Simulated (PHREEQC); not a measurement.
A solution holds 0.24 mol Cd(NO3)2 and 0.0054 mol HBF4 per kg of water, at 20 °C. Closed to the air; pH follows from the charge balance.

The numbers come from PHREEQC with the ion-association model, phreeqc.dat.

Precipitation was switched off in this run.

Question: Predict the pH, activity of water.

Answer: pH 2.35; activity of water 0.988.

Question: In which forms is F present?

Answer: BF4- 72 %, HF 15 %, BF3OH- 4.9 %, F- 4.5 %, CdF+ 2.6 %, BF2(OH)2- 1.0 % of the F.

Real BF4- forms and hydrolyses slowly; the run takes it at equilibrium.
